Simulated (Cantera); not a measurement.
Feed: 1 mol SiO₂, 1.3 mol HCl, 16 mol H₂, held at 0.000170 bar.

Equilibrium computed with Cantera from the NASA thermochemical tables; the gas is ideal and each condensed phase is pure. Candidate condensed phases: H₂O, Si, SiO₂; 30 gas species. The tables hold silica as quartz up to 1696 K and as liquid above; real silica turns to tridymite and cristobalite and melts near 1996 K. Kinetics and transport are ignored.

### Question
Which condensed phases are stable at each of these points (T (°C)): 977, 1052, 1127, 1202, 1277, 1352, 1427, 1502, 1577?

### Answer
```json
[
 {"T (°C)": "977", "condensed phases": "SiO₂(β-quartz)", "Si condensed (%)": "99.9"},
 {"T (°C)": "1052", "condensed phases": "SiO₂(β-quartz)", "Si condensed (%)": "99.7"},
 {"T (°C)": "1127", "condensed phases": "SiO₂(β-quartz)", "Si condensed (%)": "98.9"},
 {"T (°C)": "1202", "condensed phases": "SiO₂(β-quartz)", "Si condensed (%)": "96.3"},
 {"T (°C)": "1277", "condensed phases": "SiO₂(β-quartz)", "Si condensed (%)": "89.4"},
 {"T (°C)": "1352", "condensed phases": "SiO₂(β-quartz)", "Si condensed (%)": "72.1"},
 {"T (°C)": "1427", "condensed phases": "SiO₂(condensed)", "Si condensed (%)": "33.1"},
 {"T (°C)": "1502", "condensed phases": "gas only", "Si condensed (%)": "0.0"},
 {"T (°C)": "1577", "condensed phases": "gas only", "Si condensed (%)": "0.0"}
]
```

From 977 °C to 1352 °C the condensed part is SiO₂(β-quartz). At 1427 °C the condensed part is SiO₂(condensed). From 1502 °C to 1577 °C nothing is condensed.
